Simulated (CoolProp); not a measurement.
The fluid at 298.15 K and 2.48 MPa (gas) is heated at constant pressure to 489.6 K. The same conditions are run with several fluids, on thermodynamics alone (safety and materials aside).

Values from CoolProp's reference Helmholtz-energy equation of state of each fluid (methane: Setzmann 1991; oxygen: Schmidt 1985; CF4 (R14): Platzer 1990). The equations of Platzer and Polt are older, rougher fits.

```
fluid      heat (kJ/kg)  final density (kg/m³)
---------  ------------  ---------------------
methane             498                      …
oxygen              184                      …
CF4 (R14)             …                      …
```

Question: Complete the blanks.

Answer: 
- methane, final density (kg/m³): 9.78
- oxygen, final density (kg/m³): 19.4
- CF4 (R14), heat (kJ/kg): 161
- CF4 (R14), final density (kg/m³): 53.6

Above 300 K oxygen's equation is extrapolated.
